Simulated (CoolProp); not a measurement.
Values from CoolProp's reference Helmholtz-energy equation of state, Leachman 2009.

Problem. For normal hydrogen, give the phase and the cp (kJ/(kg K)), Joule-Thomson coefficient (K/MPa), isothermal compressibility (1/MPa), viscosity (µPa s) at 34.8 K and 1170 kPa; 34.8 K and 1560 kPa.

Solution. 
- 34.8 K and 1170 kPa: gas; cp 24.1, Joule-Thomson coefficient 7.81, isothermal compressibility 1.51, viscosity 2.07
- 34.8 K and 1560 kPa: supercritical; cp 110, Joule-Thomson coefficient 5.44, isothermal compressibility 3.03, viscosity 2.89

Viscosity comes from a separate model (Muzny 2013).
